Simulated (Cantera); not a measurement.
Charge: 1 mol Si2Cl6, 77 mol N2, 0.43 mol H2, held at 1227 °C and 17000 Pa.

Equilibrium computed with Cantera from the NASA thermochemical tables; the gas is ideal and each condensed phase is pure. Candidate condensed phases: NH4Cl, Si, Si3N4; 28 gas species. The feed counts by its element totals alone. The tables' values for SiCl3 are old estimates; treat these amounts as uncertain. Kinetics and transport are ignored.

Base state: N2 0.969, HCl 0.0104, SiCl4 0.00979, SiCl2 0.00640, SiCl3 0.00444, H2 0.000235, Cl 2.33e-5, SiHCl3 2.30e-5 (mole fractions); condensed: Si3N4(s).

Task: What changes in the equilibrium state with this change: pressure from 17000 Pa to 1500 Pa?

Result: 
```
species          before     after
-------------  --------  --------
N2                0.969     0.964
SiCl2           0.00640    0.0154
HCl              0.0104    0.0105
SiCl4           0.00979   0.00478
Cl              2.33e-5  0.000119
SiHCl3          2.30e-5   4.99e-6
H2             0.000235  0.000106
Si3N4(s), mol     0.121         0
```

Task: What changes in the equilibrium state with this change: temperature from 1227 °C to 1677 °C?

Result: 
| species | before | after |
|---|---|---|
| N2 | 0.969 | 0.959 |
| SiCl2 | 0.00640 | 0.0179 |
| HCl | 0.0104 | 0.0107 |
| SiCl4 | 0.00979 | 0.00186 |
| Cl2 | 2.70e-8 | 1.31e-5 |
| Cl | 2.33e-5 | 0.00532 |
| Si3N4(s), mol | 0.121 | 0 |
